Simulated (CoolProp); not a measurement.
Vapour-liquid equilibrium of R134a (1) + R236FA (2) at 48.35 °C; x and y are mole fractions of (1).

The numbers come from the multi-fluid Helmholtz-energy mixture model, Tillner-Roth 1994 and Pan 2012; pair parameters Bell 2016 in CoolProp.

Question: Give the bubble pressure and the first vapour's composition at x = 0.05, 0.2, 0.35. Is there an azeotrope?

Answer: x = 0.05: 5.878 bar, y = 0.092; x = 0.2: 6.837 bar, y = 0.322; x = 0.35: 7.828 bar, y = 0.504. No azeotrope shows between x = 0.05 and 0.95.

The pair parameters rest on a limited set of measurements; away from them the model extrapolates.
